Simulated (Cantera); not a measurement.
An isothermal, constant-pressure homogeneous reactor starts with CH4 : H2O : H2 = 1 : 0.6 : 0.8 (molar parts), at 1750 K and 10.0 bar. Integrator tolerance rtol = 1e-08.

Cantera simulation using GRI-Mech 3.0 (53 species, 325 reactions); the numbers are that mechanism's predictions, not measurements. GRI-Mech 3.0 stops at C3 and has no aromatics, soot or wall deposition, so with more carbon than oxygen in the feed, carbon stays in small species such as C2H2 where larger ones or solid carbon would form.

**Question.** What does this change do: temperature 1750 to 1425 K?

**Answer.** 
| quantity | before | after |
|---|---|---|
| x(CH4) at 300 s | 0.0684 (gas-phase equilibrium 0.0684) | 0.220 (gas-phase equilibrium 0.111) |
| x(H2O) at 300 s | 3.18e-5 (gas-phase equilibrium 3.28e-5) | 0.0882 (gas-phase equilibrium 0.000629) |
| x(H2) at 300 s | 0.751 (gas-phase equilibrium 0.751) | 0.585 (gas-phase equilibrium 0.722) |
| x(HCO) at 300 s | 7.04e-8 (gas-phase equilibrium 7.04e-8) | 3.54e-9 (gas-phase equilibrium 6.76e-9) |
| x(CO) at 300 s | 0.161 (gas-phase equilibrium 0.161) | 0.0966 (gas-phase equilibrium 0.166) |
